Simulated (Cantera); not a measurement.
Input: 1 mol SiHCl3, 0.011 mol C2H4, 13 mol H2, equilibrated at 2273 K and 143 Torr.

Method: chemical equilibrium by Gibbs-energy minimisation in Cantera with the NASA 1993 tables (ideal gas, pure condensed phases). Candidate condensed phases: C, C6H6, C7H8, C8H18, Si, SiC; 109 gas species. Mutual solubility and eutectic melting of coexisting phases are not modelled. The tables' values for SiCl, SiCl3 are old estimates; treat these amounts as uncertain. Gases not in the tables: Si2H6 and higher silanes. Rates play no part.

Base state: H2 0.815, HCl 0.124, SiCl2 0.0340, H 0.0174, Si 0.00385, SiCl 0.00215, Cl 0.00191, SiH 0.000584 (mole fractions); condensed: Si(l) + SiC(s).

### Question
What changes in the equilibrium state with this change: C2H4 from 0.011 to 0.71 mol?

### Answer
```csv
species,before,after
H2,0.815,0.806
HCl,0.124,0.162
H,0.0174,0.0173
SiCl2,0.0340,0.00780
Si3,1.34e-5,3.16e-8
Si2,7.08e-5,1.25e-6
C2H2 (acetylene),5.44e-5,0.00304
"Si(l), mol",0.346,0
"SiC(s), mol",0.0156,0.850
"C(graphite), mol",0,0.465
```
